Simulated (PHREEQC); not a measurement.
Dissolve 0.0012 mol NH3, 0.00088 mol H4SiO4 and 0.005 mol (CH3)4NCl per kg of water at 25 °C. Closed to the air; pH follows from the charge balance.

Model: ion-association model, phreeqc.dat, run in PHREEQC.

This is a speciation only: nothing precipitates in the calculation.

Estimate the pH.

pH 9.60.

In which forms is N present?

NH3 68 %, NH4+ 32 % of the N.

Examples of supersaturated solids here: Quartz (slow to form), Chalcedony (slow to form). Others may be too. (CH3)4N+ isn't in the database: it is added as a free cation with an ion size of 4 Å.
